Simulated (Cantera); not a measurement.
# Thermodynamics of aluminium and copper etching, feed Al + HBr

Input: 1 mol Al, a varied amount of HBr, held at 19.0 Pa.

Method: chemical equilibrium by Gibbs-energy minimisation in Cantera with the NASA 1993 tables (ideal gas, pure condensed phases). Candidate condensed phases: Al, AlBr₃, Br₂; 11 gas species. Equilibrium is a limit: real reactors are often held back by kinetics, nucleation or transport.

Stable condensed phases:

```
T in K \ n(HBr) in mol
         1.8 2.6 3.4 4.2   5 5.8 6.6 7.4 8.2   9 9.8
   1148    A   A   A   A   A   A   A   A   A   A   A
   1098    A   A   A   A   A   A   A   A   A   A   A
   1048    A   A   A   A   A   A   A   A   A   A   A
    998    B   A   A   A   A   A   A   A   A   A   A
    948    B   A   A   A   A   A   A   A   A   A   A
    898    B   B   A   A   A   A   A   A   A   A   A
    848    B   B   A   A   A   A   A   A   A   A   A
    798    B   B   A   A   A   A   A   A   A   A   A
    748    B   B   A   A   A   A   A   A   A   A   A
    698    B   B   A   A   A   A   A   A   A   A   A
```

A: gas only; B: Al.
